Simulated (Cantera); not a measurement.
A closed system holds: 1 mol S, 0.15 mol H₂O, 2 mol H₂, held at 2602 °C and 10.0 mbar.

Method: chemical equilibrium by Gibbs-energy minimisation in Cantera with the NASA 1993 tables (ideal gas, pure condensed phases). Candidate condensed phases: H₂O, H₂SO₄, S; 19 gas species. Equilibrium is a limit: real reactors are often held back by kinetics, nucleation or transport.

Base state: H 0.517, H₂ 0.239, S 0.183, SO 0.0182, SH 0.0142, S₂ 0.0112, H₂O 0.00660, O 0.00578 (mole fractions); condensed: gas only.

**Question.** What changes in the equilibrium state with this change: pressure from 10.0 mbar to 1.00 bar?

**Answer.** 
| species | before | after |
|---|---|---|
| H₂ | 0.239 | 0.622 |
| S₂ | 0.0112 | 0.0981 |
| H | 0.517 | 0.0835 |
| S | 0.183 | 0.0541 |
| H₂S | 0.000286 | 0.0220 |
| H₂O | 0.00660 | 0.0381 |
| SH | 0.0142 | 0.0677 |
| SO | 0.0182 | 0.0119 |
| O | 0.00578 | 0.000128 |
| O₂ | 6.38e-5 | 3.12e-6 |
| S₂O | 9.05e-6 | 0.000175 |

**Question.** What changes in the equilibrium state with this change: S replaced by H₂S?

**Answer.** 
| species | before | after |
|---|---|---|
| H | 0.517 | 0.548 |
| H₂ | 0.239 | 0.268 |
| S | 0.183 | 0.140 |
| S₂ | 0.0112 | 0.00656 |
| SO | 0.0182 | 0.0114 |
| SH | 0.0142 | 0.0115 |
| SO₂ | 0.000394 | 0.000203 |
| O₂ | 6.38e-5 | 4.29e-5 |
| O | 0.00578 | 0.00474 |
| H₂S | 0.000286 | 0.000245 |
